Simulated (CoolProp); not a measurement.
A simple Rankine cycle with n-perfluoropentane: condensing at 311.15 K, boiler at 1.18 MPa, turbine inlet 397.8 K, turbine efficiency 0.85, pump efficiency 0.6, no recuperator. Each further row changes one setting.

Computed with CoolProp (reference Helmholtz-energy equation of state, Gao 2022).

| case | thermal efficiency (%) | net work (kJ/kg) | heat in (kJ/kg) | turbine exit temperature (K) | volume ratio over the turbine |
|---|---|---|---|---|---|
| as stated | 10.6 | 16.1 | 152 | ___ | 11.2 |
| turbine inlet 417.8 K | 10.2 | 17.7 | 174 | ___ | 10.2 |
| condensing temperature 303.15 K | ___ | 18.5 | ___ | 362.3 | ___ |
| boiler pressure 0.826 MPa | 9.2 | ___ | 158 | 373.8 | ___ |
| turbine efficiency 0.75 | 9.3 | 14.1 | 152 | ___ | 11.3 |

What belongs in the gaps?


- as stated, turbine exit temperature (K): 365.3
- turbine inlet 417.8 K, turbine exit temperature (K): 387.4
- condensing temperature 303.15 K, thermal efficiency (%): 11.5
- condensing temperature 303.15 K, heat in (kJ/kg): 160
- condensing temperature 303.15 K, volume ratio over the turbine: 14.9
- boiler pressure 0.826 MPa, net work (kJ/kg): 14.5
- boiler pressure 0.826 MPa, volume ratio over the turbine: 6.78
- turbine efficiency 0.75, turbine exit temperature (K): 367.6
